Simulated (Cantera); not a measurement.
Source: NASA polynomial tables (part measured, part estimated), evaluated in Cantera. Values are per mole of reaction as written; species without (g) are pure solids or liquids, kept so even where they would boil at 1 bar.

6 F(g) + H2(g) + 2 Cu2O ⇌ Cu(OH)2 + 3 CuF2(g), with ΔH° = -1386.2 kJ and ΔS° = -358.6 J/K at 300 K.

Task: How far is the shortcut ΔG° ≈ ΔH°(300 K) − T·ΔS°(300 K) from the full temperature-dependent value at 1100, 1175, 1250, 1325, 1400 K?

Result: 
```tsv
T (K)	shortcut (kJ)	full (kJ)	difference (kJ)	difference in log10 K
1100	-991.7	-965.8	-26.0	1.23
1175	-964.8	-935.1	-29.8	1.32
1250	-938.0	-904.2	-33.7	1.41
1325	-911.1	-873.2	-37.9	1.49
1400	-884.2	-841.9	-42.2	1.58
```
The shortcut ignores the heat-capacity change of the reaction.
